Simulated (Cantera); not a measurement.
What does this Cantera script print?

```python
import numpy as np
import cantera as ct

gas_names = """
    B BCL BCL2 BCL3 BH BH2 BH3 BN B2 CL CL2 H HCL H2 N NH NH2 NH3 N2 N2H2 N2H4
""".split()
cond_names = """
    B(b) B(L) BN(s) NH4CL(a) NH4CL(b)
""".split()


# ... load() reads the species with a 1 bar reference pressure and builds the phases ...
atoms = {
    'BCl3': {'B': 1, 'CL': 3},
    'N2': {'N': 2},
    'H2': {'H': 2},
}
top_T = {'BN(s)': 3200}  # K; cautious upper limits of use, not melting points


# ... equilibrate(T, P, feed) seeds the gas with the atoms and calls Mixture.equilibrate('TP', solver="vcs", rtol=1e-11, max_steps=5000) ...
results = []
T = 775  # K
P = 1000  # Pa
for m in [5.4, 7.2, 9.7, 13, 17, 23, 31, 42, 56, 75, 100, 130, 180]:
    feed = {'BCl3': 1, 'N2': 1.5, 'H2': m}  # mol
    mix = equilibrate(T, P, feed)
    results.append((T, P, feed, dict(zip(mix.species_names, mix.species_moles))))
    x = sorted(zip(gas.X, gas.species_names), reverse=True)
    print(f"T = {T:g} K  P = {P:g} Pa  n(H2) = {m:g} mol  gas = {mix.phase_moles(0):.4g} mol")
    print("   x: " + "  ".join(f"{s} {v:.3e}" for v, s in x if v > 1e-05))
    print("   condensed (mol): " + ("  ".join(f"{mix.phase(i).name} {mix.phase_moles(i):.4g}"
          for i in range(1, mix.n_phases) if mix.phase_moles(i) > 1e-12) or "none"))
```

It prints:

```
T = 775 K  P = 1000 Pa  n(H2) = 5.4 mol  gas = 7.9 mol
   x: H2 4.937e-01  HCL 3.797e-01  N2 1.266e-01
   condensed (mol): BN(s) 1
T = 775 K  P = 1000 Pa  n(H2) = 7.2 mol  gas = 9.7 mol
   x: H2 5.876e-01  HCL 3.093e-01  N2 1.031e-01
   condensed (mol): BN(s) 1
T = 775 K  P = 1000 Pa  n(H2) = 9.7 mol  gas = 12.2 mol
   x: H2 6.721e-01  HCL 2.459e-01  N2 8.196e-02
   condensed (mol): BN(s) 1
T = 775 K  P = 1000 Pa  n(H2) = 13 mol  gas = 15.5 mol
   x: H2 7.419e-01  HCL 1.935e-01  N2 6.451e-02
   condensed (mol): BN(s) 1
T = 775 K  P = 1000 Pa  n(H2) = 17 mol  gas = 19.5 mol
   x: H2 7.949e-01  HCL 1.538e-01  N2 5.128e-02
   condensed (mol): BN(s) 1
T = 775 K  P = 1000 Pa  n(H2) = 23 mol  gas = 25.5 mol
   x: H2 8.431e-01  HCL 1.176e-01  N2 3.921e-02
   condensed (mol): BN(s) 1
T = 775 K  P = 1000 Pa  n(H2) = 31 mol  gas = 33.5 mol
   x: H2 8.806e-01  HCL 8.955e-02  N2 2.985e-02
   condensed (mol): BN(s) 1
T = 775 K  P = 1000 Pa  n(H2) = 42 mol  gas = 44.5 mol
   x: H2 9.101e-01  HCL 6.742e-02  N2 2.247e-02
   condensed (mol): BN(s) 1
T = 775 K  P = 1000 Pa  n(H2) = 56 mol  gas = 58.5 mol
   x: H2 9.316e-01  HCL 5.128e-02  N2 1.709e-02
   condensed (mol): BN(s) 1
T = 775 K  P = 1000 Pa  n(H2) = 75 mol  gas = 77.5 mol
   x: H2 9.484e-01  HCL 3.871e-02  N2 1.290e-02
   condensed (mol): BN(s) 1
T = 775 K  P = 1000 Pa  n(H2) = 100 mol  gas = 102.5 mol
   x: H2 9.610e-01  HCL 2.927e-02  N2 9.754e-03
   condensed (mol): BN(s) 1
T = 775 K  P = 1000 Pa  n(H2) = 130 mol  gas = 132.5 mol
   x: H2 9.698e-01  HCL 2.264e-02  N2 7.546e-03
   condensed (mol): BN(s) 1
T = 775 K  P = 1000 Pa  n(H2) = 180 mol  gas = 182.5 mol
   x: H2 9.781e-01  HCL 1.644e-02  N2 5.478e-03
   condensed (mol): BN(s) 1
```

Equilibrium computed with Cantera from the NASA thermochemical tables; the gas is ideal and each condensed phase is pure. N2 is the only nitrogen source here; it is nearly inert below about 1500 K, so the nitride shown seldom forms there in practice.
